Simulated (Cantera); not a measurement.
An adiabatic, constant-volume homogeneous reactor starts with CH4 : C2H6 : C3H8 : O2 : N2 = 1 : 0.25 : 0.034 : 1.32 : 4.98 (molar parts), equivalence ratio 2.3, at 1775 K and 9.87 atm. Integrator tolerance rtol = 1e-08.

Model: GRI-Mech 3.0 (53 species, 325 reactions), integrated in Cantera.

| quantity | before | after |
|---|---|---|
| time of steepest temperature rise | 5.17 µs | 6.39 µs |
| temperature at 0.300 s | 2928 K | 2648 K |
| equilibrium temperature | 2928 K | 2648 K |
| x(CH4) at 0.300 s | 4.13e-9 (gas-phase equilibrium 4.61e-9) | 2.46e-9 (gas-phase equilibrium 2.75e-9) |
| x(C2H6) at 0.300 s | <1e-12 (gas-phase equilibrium <1e-12) | <1e-12 (gas-phase equilibrium <1e-12) |
| x(C3H8) at 0.300 s | <1e-12 (gas-phase equilibrium <1e-12) | <1e-12 (gas-phase equilibrium <1e-12) |
| x(NO2) at 0.300 s | 6.54e-9 (gas-phase equilibrium 6.54e-9) | 8.83e-10 (gas-phase equilibrium 8.83e-10) |
| x(C2H4) at 0.300 s | <1e-12 (gas-phase equilibrium <1e-12) | <1e-12 (gas-phase equilibrium <1e-12) |
| x(H) at 0.300 s | 0.0124 (gas-phase equilibrium 0.0124) | 0.00669 (gas-phase equilibrium 0.00669) |

Task: Which change was made?
A) constant pressure in place of constant volume
B) pressure from 9.87 atm to 1.09 atm
C) pressure from 9.87 atm to 1.00 atm
D) initial temperature 1775 to 998 K

Result: A, constant pressure in place of constant volume
